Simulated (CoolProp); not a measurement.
A closed Brayton cycle with dry air: compressor inlet 310.15 K and 3.3 MPa, high pressure 6.36 MPa, turbine inlet 920 K, compressor efficiency 0.89, turbine efficiency 0.93, recuperator effectiveness 0.9 (on enthalpy, no pinch check). Each further row changes one setting.

Computed with CoolProp (reference Helmholtz-energy equation of state, Lemmon 2000). It is a pseudo-pure fit of the blend.

```
case                           thermal efficiency (%)  net work (kJ/kg)  compressor to turbine work  compressor exit (K)  turbine exit (K)
-----------------------------  ----------------------  ----------------  --------------------------  -------------------  ----------------
as stated                                        39.7              78.1                        0.48                382.8             786.3
turbine inlet 870 K                              38.0              69.9                        0.51                382.8             742.4
compressor inlet 320.15 K                        38.7              75.6                        0.50                395.0             786.3
high pressure 5.41 MPa                           37.5              62.4                        0.46                363.6             817.5
recuperator effectiveness 0.5                    21.2              78.1                        0.48                382.8             786.3
```
